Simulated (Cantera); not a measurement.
Feed: 1 mol Si(CH3)4, 19 mol H2, 0.022 mol C2H2, equilibrated at 3.20 mbar.

Cantera equilibrium calculation (NASA polynomials, part measured and part estimated; ideal gas, pure solids and liquids). Candidate condensed phases: C, C6H6, C7H8, C8H18, Si, SiC; 87 gas species. The numbers say what is thermodynamically allowed, not how fast it happens. All values below are at 1425 °C.

Base state: H2 0.997, H 0.00255, C2H2 (acetylene) 7.19e-5 (mole fractions); condensed: C(graphite) + SiC(s).

Task: What changes in the equilibrium state with this change: 0.22 mol O2 added?

Result: 
| species | before | after |
|---|---|---|
| H2 | 0.997 | 0.980 |
| CO | 0 | 0.0172 |
| H | 0.00255 | 0.00253 |
| SiO | 0 | 6.99e-5 |
| C2H2 (acetylene) | 7.19e-5 | 7.06e-5 |
| C(graphite), mol | 3.04 | 2.60 |
| SiC(s), mol | 1.000 | 0.998 |
Further candidate phases: H2O, SiO2.

Task: What changes in the equilibrium state with this change: Si(CH3)4 replaced by SiHCl3?

Result: 
```
species           before     after
----------------  ------  --------
H2                 0.997     0.884
HCl                    0    0.0842
SiCl2                  0    0.0288
Cl                     0  0.000178
SiCl                   0  0.000171
C(graphite), mol    3.04         0
SiC(s), mol        1.000    0.0440
Si(l), mol             0     0.338
```
Mutual solubility and eutectic melting of coexisting phases are not modelled. The tables' values for SiCl, SiCl3 are old estimates; treat these amounts as uncertain. Gases not in the tables: Si2H6 and higher silanes.
